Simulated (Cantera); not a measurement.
Charge: 1 mol borazine, a varied amount of O2, 0.28 mol H2, 11 mol N2, held at 1.50 Torr.

Method: chemical equilibrium by Gibbs-energy minimisation in Cantera with the NASA 1993 tables (ideal gas, pure condensed phases). Candidate condensed phases: B, BN, B2O3, B3O3H3, H2O; 39 gas species. The feed counts by its element totals alone. Mutual solubility and eutectic melting of coexisting phases are not modelled. Rates play no part.

Task: What condenses at these points (T in K, n(O2) in mol): (1323, 2.7); (1248, 1.6); (1623, 2.7); (873, 1.2); (1248, 3.5); (1623, 2); (1623, 1.6)?

Result: 
```
T (K)  n(O2) in mol  condensed phases  B condensed (%)
-----  ------------  ----------------  ---------------
1323            2.7              B2O3             89.4
1248            1.6         BN + B2O3             99.7
1623            2.7          gas only              0.0
873             1.2         BN + B2O3            100.0
1248            3.5              B2O3             92.6
1623              2                BN              5.2
1623            1.6                BN             23.7
```
